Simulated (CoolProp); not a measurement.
CH2F2 (R32) along the isotherm 161.85 °C: fugacity coefficient from the reference equation and from simpler models built on Tc = 78.1 °C, pc = 5.783 MPa, ω = 0.277; each cubic takes its own stable root.

Computed with CoolProp (reference Helmholtz-energy equation of state, Tillner-Roth 1997).

```tsv
p (MPa)	phase	reference
0.964	gas	0.9707
1.93	gas	0.9421
2.89	gas	0.9142
3.86	gas	0.8867
4.82	gas	0.8602
5.78	gas	0.8344
6.75	supercritical	0.8089
7.71	supercritical	0.7845
8.67	supercritical	0.7608
```

**Question.** How far does each simpler model (van der Waals, Redlich-Kwong, Soave-Redlich-Kwong, Peng-Robinson) lie from the reference over these 9 states: mean and median of the absolute difference, and the worst?

**Answer.** 
- van der Waals: mean 0.5 %, median 0.2 %, worst -1.6 % at 161.85 °C and 8.67 MPa
- Redlich-Kwong: mean 0.4 %, median 0.3 %, worst -0.7 % at 161.85 °C and 8.67 MPa
- Soave-Redlich-Kwong: mean 2.2 %, median 2.1 %, worst +4.2 % at 161.85 °C and 8.67 MPa
- Peng-Robinson: mean 0.2 %, median 0.2 %, worst -0.3 % at 161.85 °C and 3.86 MPa
